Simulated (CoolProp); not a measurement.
Vapour-liquid equilibrium of R125 (1) + isobutane (2) at 232.5 K; x and y are mole fractions of (1).

The numbers come from the multi-fluid Helmholtz-energy mixture model, Lemmon 2005 and Bücker 2006; pair parameters Bell 2016 in CoolProp.

### Question
Give the bubble pressure and the first vapour's composition at x = 0.05, 0.25, 0.85. Is there an azeotrope?

### Answer
x = 0.05: 55.71 kPa, y = 0.518; x = 0.25: 119.8 kPa, y = 0.803; x = 0.85: 146.0 kPa, y = 0.885. y crosses x between x = 0.85 and 0.95: the model has an azeotrope there.

Pair parameters are fitted to limited data, so mixtures are less certain than the pure fluids. With so large a gap from Raoult's law the liquid may split in two, which this calculation doesn't test in full.
